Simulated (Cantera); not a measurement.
A closed system holds: 1 mol BN, 2.4 mol NF₃, 1.6 mol H₂, equilibrated at 1650 °C and 0.100 bar.

Cantera equilibrium calculation (NASA polynomials, part measured and part estimated; ideal gas, pure solids and liquids). Candidate condensed phases: B, BN; 31 gas species. The numbers say what is thermodynamically allowed, not how fast it happens.

Base state: HF 0.464, N₂ 0.246, BF₃ 0.145, F 0.145, F₂ 1.47e-5 (mole fractions); condensed: gas only.

Q: What changes in the equilibrium state with this change: temperature from 1650 °C to 1025 °C?

A: 
```csv
species,before,after
HF,0.464,0.465
N₂,0.246,0.247
BF₃,0.145,0.145
F,0.145,0.141
F₂,1.47e-5,0.00213
```
